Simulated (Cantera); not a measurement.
Feed: 1 mol SiCl4, 0.059 mol CH4, 44 mol H2, held at 1925 K and 490 Pa.

Method: chemical equilibrium by Gibbs-energy minimisation in Cantera with the NASA 1993 tables (ideal gas, pure condensed phases). Candidate condensed phases: C, C6H6, C7H8, C8H18, Si, SiC; 109 gas species. Mutual solubility and eutectic melting of coexisting phases are not modelled. The tables' values for SiCl, SiCl3 are old estimates; treat these amounts as uncertain. Gases not in the tables: Si2H6 and higher silanes. Rates play no part.

Base state: H2 0.908, HCl 0.0621, H 0.0130, SiCl2 0.0111, Si 0.00355, SiCl 0.000701, Cl 0.000669, SiH 0.000193 (mole fractions); condensed: Si(l) + SiC(s).

Problem. What changes in the equilibrium state with this change: pressure from 490 Pa to 1000 Pa?

Solution. 
```csv
species,before,after
H2,0.908,0.914
HCl,0.0621,0.0626
SiCl2,0.0111,0.0112
H,0.0130,0.00914
Si,0.00355,0.00174
Si2,3.05e-5,1.49e-5
Si2C,7.00e-5,3.43e-5
"Si(l), mol",0.204,0.301
"SiC(s), mol",0.0557,0.0573
```
